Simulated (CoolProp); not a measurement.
Vapour-liquid equilibrium of benzene (1) + octamethylcyclotetrasiloxane (D4) (2) at 219 kPa; x and y are mole fractions of (1).

The numbers come from the multi-fluid Helmholtz-energy mixture model, Thol 2012 and Thol 2015; pair parameters Bell 2016 in CoolProp.

| x | bubble temperature (°C) | y at the bubble point | dew temperature at overall composition x (°C) | liquid density (mol/L) |
|---|---|---|---|---|
| 0.05 | 200.1 | 0.195 | 206.8 | 2.565 |
| 0.2 | 173.6 | [?] | 199.9 | 3.082 |
| 0.35 | 152.2 | 0.827 | 192.1 | 3.701 |
| 0.5 | 136.9 | 0.915 | 182.9 | [?] |
| 0.65 | 125.7 | 0.959 | 171.5 | [?] |
| 0.8 | 116.8 | 0.983 | 155.9 | 6.882 |
| 0.95 | 109.5 | 0.997 | 128.3 | [?] |

Some entries are withheld; supply them.


- 0.2, y at the bubble point: 0.625
- 0.5, liquid density (mol/L): 4.466
- 0.65, liquid density (mol/L): 5.470
- 0.95, liquid density (mol/L): 9.028

No azeotrope shows between x = 0.05 and 0.95.

Pair parameters are fitted to limited data, so mixtures are less certain than the pure fluids.
